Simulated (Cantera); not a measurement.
## Low-pressure radical oxidation in H2/O2

An isothermal, constant-pressure homogeneous reactor starts with 8.59 % H2, 78.1 % O2, 13.3 % N2, at 1348 K and 0.00560 bar.

Detailed kinetics in Cantera: the H2/O2 subset of GRI-Mech 3.0, which has no nitrogen chemistry. Radical loss at walls, strong at low pressure, is not modelled. The temperature is held fixed by assumption; the heat of reaction is taken as removed at once.

| t (s) | x H2 | x O2 | x H2O | x H | x H2O2 | x HO2 | x O |
|---|---|---|---|---|---|---|---|
| 0.000200 | 0.0859 | 0.781 | 4.29e-8 | 5.28e-8 | 5.74e-11 | 6.24e-8 | 5.25e-8 |
| 0.000419 | 0.0859 | 0.781 | 3.86e-7 | 2.28e-7 | 2.48e-10 | 1.31e-7 | 2.88e-7 |
| 0.000878 | 0.0859 | 0.781 | 8.56e-6 | 3.77e-6 | 1.05e-9 | 2.75e-7 | 5.07e-6 |
| 0.00184 | 0.0821 | 0.779 | 0.00272 | 0.00116 | 5.04e-9 | 7.81e-7 | 0.00156 |
| 0.00385 | 0.00309 | 0.717 | 0.0694 | 0.0184 | 4.89e-8 | 1.33e-6 | 0.0504 |
| 0.00808 | 0.00248 | 0.717 | 0.0710 | 0.0171 | 4.33e-8 | 1.31e-6 | 0.0515 |
| 0.0169 | 0.00241 | 0.719 | 0.0717 | 0.0163 | 4.35e-8 | 1.31e-6 | 0.0496 |
| 0.0355 | 0.00226 | 0.723 | 0.0731 | 0.0146 | 4.39e-8 | 1.30e-6 | 0.0460 |
| 0.0743 | 0.00198 | 0.730 | 0.0757 | 0.0116 | 4.41e-8 | 1.28e-6 | 0.0393 |
| 0.156 | 0.00150 | 0.741 | 0.0795 | 0.00729 | 4.34e-8 | 1.21e-6 | 0.0287 |
| 0.326 | 0.000864 | 0.754 | 0.0839 | 0.00306 | 3.91e-8 | 1.04e-6 | 0.0160 |
| 0.683 | 0.000346 | 0.764 | 0.0871 | 0.000752 | 2.91e-8 | 7.11e-7 | 0.00625 |
| 1.43 | 0.000103 | 0.769 | 0.0887 | 0.000120 | 1.73e-8 | 3.57e-7 | 0.00184 |
| 3.00 | 2.75e-5 | 0.771 | 0.0893 | 1.65e-5 | 8.72e-9 | 1.41e-7 | 0.000489 |
x: mole fraction; the columns are a selection and need not sum to one.

Equilibrium at this temperature and pressure: H2 2.71e-7, O2 0.771, H2O 0.0898, H 1.62e-8, H2O2 4.61e-10, HO2 3.99e-8, O 4.82e-6 (gas phase only).
